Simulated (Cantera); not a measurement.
A Cantera script and its output.

```python
import numpy as np
import cantera as ct

gas = ct.Solution("gri30.yaml")
gas.TPX = 1375, 1333, {'CH4': 0.29, 'N2': 22}
inlet = ct.Reservoir(gas, clone=True)

reactor = ct.IdealGasConstPressureReactor(gas, energy="off", clone=False)
exhaust = ct.Reservoir(gas, clone=True)
tau = [21, 3.5, 0.6, 0.1, 0.017, 0.0028, 0.00048][0]
for a, b in ((inlet, reactor), (reactor, exhaust)):
    ct.MassFlowController(a, b, mdot=lambda t: reactor.mass / tau)
net = ct.ReactorNet([reactor])
show = ['CH4', 'H2', 'CH3', 'C2H', 'C2H4', 'C2H2', 'HCN']

rows = []
print(f"{'tau/s':>10s}{'T/K':>9s}" + "".join(f"{s:>11s}" for s in show))
for tau in [21, 3.5, 0.6, 0.1, 0.017, 0.0028, 0.00048]:
    net.initial_time = 0.0
    net.advance(30 * tau)
    before = gas.X
    net.advance(40 * tau)
    drift = np.max(np.abs(gas.X - before) / (gas.X + 1e-9))
    rows.append([gas.T, *gas[show].X, drift])
    print(f"{tau:10.3e}{gas.T:9.1f}" + "".join(f"{x:11.3e}" for x in gas[show].X))
```

Output:

```
     tau/s      T/K        CH4         H2        CH3        C2H       C2H4       C2H2        HCN
 2.100e+01   1375.0  1.158e-02  1.945e-03  3.010e-05  6.584e-11  1.398e-04  5.485e-04  9.469e-10
 3.500e+00   1375.0  1.290e-02  1.102e-04  1.879e-05  1.999e-12  2.958e-05  1.326e-05  4.408e-12
 6.000e-01   1375.0  1.301e-02  2.795e-06  4.061e-06  8.910e-15  3.179e-07  1.914e-08  1.929e-14
 1.000e-01   1375.0  1.301e-02  3.528e-07  6.983e-07  3.818e-18  1.638e-09  1.548e-11  3.279e-16
 1.700e-02   1375.0  1.301e-02  5.820e-08  1.178e-07  5.498e-22  7.931e-12  1.261e-14  6.855e-18
 2.800e-03   1375.0  1.301e-02  8.507e-09  1.833e-08  5.085e-26  3.042e-14  7.950e-18  1.716e-19
 4.800e-04   1375.0  1.301e-02  8.840e-10  2.569e-09  2.526e-30  8.472e-17  3.790e-21  4.036e-21
```

Computed with Cantera and GRI-Mech 3.0 (53 species, 325 reactions). GRI-Mech 3.0 stops at C3 and has no aromatics, soot or wall deposition, so with more carbon than oxygen in the feed, carbon stays in small species such as C2H2 where larger ones or solid carbon would form. Radical loss at walls, strong at low pressure, is not modelled.
